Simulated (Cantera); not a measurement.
What does this Cantera script print?

```python
import numpy as np
import cantera as ct

gas_names = """
    CL CL2 H HCL H2 Ti TiCL TiCL2 TiCL3 TiCL4
""".split()
cond_names = """
    Ti(a) Ti(b) Ti(L) TiCL2(s) TiCL3(s) TiCL4(L)
""".split()


def load(file, names, dense=False):
    # The tables refer to 1 bar. Condensed volumes are neglected.
    table = {s.name: s for s in ct.Species.list_from_file(file)}
    out = []
    for n in names:
        d = dict(table[n].input_data)
        d["thermo"] = dict(d["thermo"], **{"reference-pressure": 1e5})
        if dense:
            d["equation-of-state"] = {"model": "constant-volume", "density": "1e6 g/cm^3"}
        out.append(ct.Species.from_dict(d))
    return out


gas = ct.Solution(thermo="ideal-gas", species=load("nasa_gas.yaml", gas_names))
cond = {s.name: ct.Solution(thermo="fixed-stoichiometry", species=[s], name=s.name)
        for s in load("nasa_condensed.yaml", cond_names, dense=True)}
atoms = {
    'TiCl4': {'Ti': 1, 'CL': 4},
    'H2': {'H': 2},
}
top_T = {'TiCL2(s)': 1300, 'TiCL3(s)': 1000}  # K; cautious upper limits of use, not melting points


def equilibrate(T, P, feed):
    n = {}
    for name, mol in feed.items():
        for a, k in atoms[name].items():
            n[a] = n.get(a, 0.0) + k * mol
    gas.TPX = T, P, n
    mass = sum(n.values()) * gas.mean_molecular_weight
    gas.equilibrate("TP")
    valid = [c for c in cond.values() if c.min_temp <= T <= top_T.get(c.name, c.max_temp)]
    mix = ct.Mixture([(gas, mass / gas.mean_molecular_weight)] + [(c, 0.0) for c in valid])
    mix.T, mix.P = T, P
    mix.equilibrate("TP", solver="vcs", rtol=1e-11, max_steps=5000)
    return mix


results = []
feed = {'TiCl4': 1, 'H2': 13}  # mol
P = 120  # Pa
for T in [1025, 1050, 1075, 1100, 1125, 1150, 1175, 1200, 1225, 1250, 1275, 1300, 1325, 1350]:
    mix = equilibrate(T, P, feed)
    results.append((T, P, feed, dict(zip(mix.species_names, mix.species_moles))))

top = {s: max(r[3][s] / sum(r[3][g] for g in gas_names) for r in results) for s in gas_names}
cols = sorted((s for s in top if top[s] > 0.0001), key=lambda s: -top[s])[:7]
seen = [c for c in cond_names if any(r[3].get(c, 0) > 1e-12 for r in results)]
print("log10 of partial pressures in bar; condensed amounts in mol")
print(f"{'T/K':>10s}" + "".join(f"{s[:9]:>10s}" for s in cols + seen))
for T, P, feed, n in results:
    ng = sum(n[g] for g in gas_names)
    print(f"{T:10.4g}" + "".join(f"{np.log10(max(n[s] / ng * P / 1e5, 1e-99)):10.3f}" for s in cols)
          + "".join(f"{n.get(c, 0):10.4g}" for c in seen))
```

Output:

```
log10 of partial pressures in bar; condensed amounts in mol
       T/K        H2       HCL     TiCL3     TiCL4     TiCL2
      1025    -2.974    -4.269    -4.270    -4.523    -7.981
      1050    -2.976    -4.232    -4.232    -4.601    -7.733
      1075    -2.977    -4.201    -4.202    -4.686    -7.497
      1100    -2.979    -4.176    -4.177    -4.776    -7.272
      1125    -2.980    -4.156    -4.157    -4.869    -7.058
      1150    -2.981    -4.140    -4.142    -4.964    -6.852
      1175    -2.982    -4.127    -4.130    -5.061    -6.656
      1200    -2.983    -4.117    -4.121    -5.159    -6.469
      1225    -2.983    -4.109    -4.114    -5.255    -6.290
      1250    -2.984    -4.101    -4.110    -5.351    -6.119
      1275    -2.984    -4.095    -4.107    -5.445    -5.956
      1300    -2.985    -4.089    -4.106    -5.537    -5.801
      1325    -2.985    -4.083    -4.107    -5.627    -5.654
      1350    -2.986    -4.077    -4.109    -5.714    -5.515
```

These are equilibrium values from Cantera (NASA tables, ideal gas, pure condensed phases), not measurements of a reactor. The tables' values for TiCl2 are old estimates; treat these amounts as uncertain.
